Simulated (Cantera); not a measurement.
Cantera run, input and output.

```python
import numpy as np
import cantera as ct

gas = ct.Solution("gri30.yaml")
gas.TPX = 1300, 540, {'H2': 0.021, 'O2': 0.16, 'N2': 2.9}
reactor = ct.IdealGasConstPressureReactor(gas, energy="off", clone=False)
net = ct.ReactorNet([reactor])
net.rtol, net.atol = 1e-08, 1e-18
show = ['H2', 'O2', 'OH', 'H2O', 'HO2', 'H2O2']
times = np.geomspace(0.0008, 100, 11)

steps = ct.SolutionArray(gas, extra=["t"])
rows = []
print(f"{'t/s':>10s}{'T/K':>9s}{'P/Pa':>11s}" + "".join(f"{s:>11s}" for s in show))
for t in times:
    while net.time < t:
        t_next = net.step()
        steps.append(gas.state, t=t_next)
    rows.append([np.interp(t, steps.t, y) for y in (steps.T, steps.P, *steps(*show).X.T)])
    print(f"{t:10.3e}{rows[-1][0]:9.1f}{rows[-1][1]:11.4g}" + "".join(f"{x:11.3e}" for x in rows[-1][2:]))
rate = np.gradient(steps.T, steps.t)
print("integrator steps:", len(steps.t))
if steps.T.max() > steps.T[0] + 200:
    print(f"time of steepest temperature rise: {steps.t[rate.argmax()]:.4e} s")
gas.TPX = 1300, 540, {'H2': 0.021, 'O2': 0.16, 'N2': 2.9}
gas.equilibrate("TP")
print(f"equilibrium (TP): T = {gas.T:.1f} K  " + "  ".join(f"{s} {gas[s].X[0]:.3e}" for s in show))
```

It prints:

```
       t/s      T/K       P/Pa         H2         O2         OH        H2O        HO2       H2O2
 8.000e-04   1300.0        540  6.816e-03  5.193e-02  1.339e-10  3.775e-11  6.026e-10  1.176e-13
 2.587e-03   1300.0        540  6.816e-03  5.193e-02  9.805e-10  9.210e-10  1.946e-09  1.146e-12
 8.365e-03   1300.0        540  6.816e-03  5.193e-02  1.456e-08  3.212e-08  6.273e-09  9.693e-12
 2.705e-02   1300.0        540  6.754e-03  5.189e-02  1.640e-05  4.322e-05  3.487e-08  7.726e-11
 8.747e-02   1300.0        540  2.231e-04  4.701e-02  5.378e-04  5.508e-03  5.884e-08  2.493e-09
 2.828e-01   1300.0        540  2.135e-04  4.706e-02  5.271e-04  5.571e-03  5.842e-08  2.477e-09
 9.146e-01   1300.0        540  1.929e-04  4.723e-02  5.019e-04  5.733e-03  5.737e-08  2.491e-09
 2.958e+00   1300.0        540  1.392e-04  4.765e-02  4.281e-04  6.101e-03  5.354e-08  2.439e-09
 9.564e+00   1300.0        540  5.544e-05  4.825e-02  2.717e-04  6.556e-03  4.073e-08  1.891e-09
 3.092e+01   1300.0        540  9.493e-06  4.859e-02  1.128e-04  6.767e-03  1.730e-08  7.243e-10
 1.000e+02   1300.0        540  1.196e-06  4.867e-02  4.011e-05  6.818e-03  3.884e-09  1.458e-10
integrator steps: 1202
equilibrium (TP): T = 1300.0 K  H2 3.687e-08  O2 4.858e-02  OH 7.044e-06  H2O 6.836e-03  HO2 8.854e-10  H2O2 6.072e-12
```

Model: GRI-Mech 3.0 (53 species, 325 reactions), integrated in Cantera. Radical loss at walls, strong at low pressure, is not modelled.
